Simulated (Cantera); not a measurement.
Input: 1 mol FeCl₂, 8.8 mol H₂, at 1927 °C and 36.0 Pa.

These are equilibrium values from Cantera (NASA tables, ideal gas, pure condensed phases), not measurements of a reactor. Candidate condensed phases: Fe, FeCl₂, FeCl₃; 11 gas species. The numbers say what is thermodynamically allowed, not how fast it happens.

Base state: H₂ 0.540, H 0.218, HCl 0.124, Fe 0.0804, Cl 0.0365, FeCl₂ 0.000400, FeCl 6.27e-5 (mole fractions); condensed: gas only.

Problem. What changes in the equilibrium state with this change: H₂ from 8.8 to 0.3 mol?

Solution. 
| species | before | after |
|---|---|---|
| Cl | 0.0365 | 0.361 |
| Fe | 0.0804 | 0.273 |
| HCl | 0.124 | 0.186 |
| H₂ | 0.540 | 0.0124 |
| FeCl₂ | 0.000400 | 0.133 |
| H | 0.218 | 0.0331 |
| Cl₂ | 2.19e-7 | 2.14e-5 |
| FeCl | 6.27e-5 | 0.00210 |

Problem. What changes in the equilibrium state with this change: pressure from 36.0 Pa to 11.0 Pa?

Solution. 
```json
[
 {"species": "H₂", "before": "0.540", "after": "0.428"},
 {"species": "H", "before": "0.218", "after": "0.351"},
 {"species": "HCl", "before": "0.124", "after": "0.0923"},
 {"species": "Cl", "before": "0.0365", "after": "0.0551"},
 {"species": "Fe", "before": "0.0804", "after": "0.0737"},
 {"species": "FeCl₂", "before": "0.000400", "after": "7.80e-5"},
 {"species": "FeCl", "before": "6.27e-5", "after": "2.65e-5"}
]
```

Problem. What changes in the equilibrium state with this change: temperature from 1927 °C to 1602 °C?

Solution. 
```json
[
 {"species": "H₂", "before": "0.540", "after": "0.721"},
 {"species": "HCl", "before": "0.124", "after": "0.153"},
 {"species": "Fe", "before": "0.0804", "after": "0.0786"},
 {"species": "H", "before": "0.218", "after": "0.0293"},
 {"species": "Cl", "before": "0.0365", "after": "0.00470"},
 {"species": "FeCl₂", "before": "0.000400", "after": "0.0135"},
 {"species": "FeCl", "before": "6.27e-5", "after": "0.000129"}
]
```
